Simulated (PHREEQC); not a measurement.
2.6 g of hydrous ferric oxide (600 m²/g; 0.2 weak and 0.005 strong sites per Fe, Dzombak-Morel constants, diffuse double layer) in 1 kg of water with 0.1 mol/kgw of an inert sodium salt and 6.2e-05 mol/kgw ZnCl2 and 4.6e-05 mol/kgw Na2SO4, at 25 °C; the pH is set by adding NaOH or the inert anion's acid. Oxygen alone is held at its pressure in air (log pO2 = -0.68). No CO2 enters from the air. No solid was allowed to form.

Equilibrium calculation in PHREEQC: ion-association model, wateq4f.dat.

Problem. Predict Zn sorbed (%), S sorbed (%), surface charge σ (C/m²) at pH = 4, 4.5, 6.5, 7, 8.

Solution. 
| pH | Zn sorbed (%) | S sorbed (%) | surface charge σ (C/m²) |
|---|---|---|---|
| 4 | 0.3 | 99.8 | 0.317 |
| 4.5 | 2.2 | 99.7 | 0.270 |
| 6.5 | 97.9 | 74.2 | 0.074 |
| 7 | 99.7 | 36.4 | 0.045 |
| 8 | 100.0 | 1.5 | 0.005 |

Species that the database lacks are ignored. The oxide is taken as insoluble; below pH 4 it would dissolve.
